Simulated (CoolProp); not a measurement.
Model: reference Helmholtz-energy equation of state, Platzer 1990, in CoolProp. This equation is an older, rougher fit.

Task: For R114, give the phase and the cp (kJ/(kg K)), speed of sound (m/s) at 284.5 K and 0.101 MPa; 419.2 K and 0.101 MPa.

Result: 
- 284.5 K and 0.101 MPa: gas; cp 0.686, speed of sound 118
- 419.2 K and 0.101 MPa: gas; cp 0.810, speed of sound 146
